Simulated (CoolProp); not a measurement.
Saturation properties of C2F6 (R116).

Values from CoolProp's reference Helmholtz-energy equation of state, Lemmon 2006. It is a short technical equation, of lower accuracy than the large ones.

```csv
T (K),p (kPa),liquid viscosity (µPa s),liquid conductivity (mW/(m K))
183.5,52.01,530,80.8
191.8,84.75,450,77.4
200,131.2,386,74.1
208.2,195.2,335,___
216.4,280.7,___,67.6
224.6,___,254,64.4
232.8,533.5,222,___
241,710.1,193,57.9
249.2,926.7,168,___
257.5,1192,145,51.2
265.7,1507,123,47.7
273.9,1881,103,44.0
```

Q: Fill in the missing entries.

A: 
- 208.2, liquid conductivity (mW/(m K)): 70.9
- 216.4, liquid viscosity (µPa s): 291
- 224.6, p (kPa): 392.0
- 232.8, liquid conductivity (mW/(m K)): 61.2
- 249.2, liquid conductivity (mW/(m K)): 54.6

It boils at 195.1 K under 1 atm.

Viscosity comes from a separate model (Huber 2003), an estimate that may be off by 10 % or more. Thermal conductivity comes from a separate model (Huber 2003), an estimate that may be off by 10 % or more.
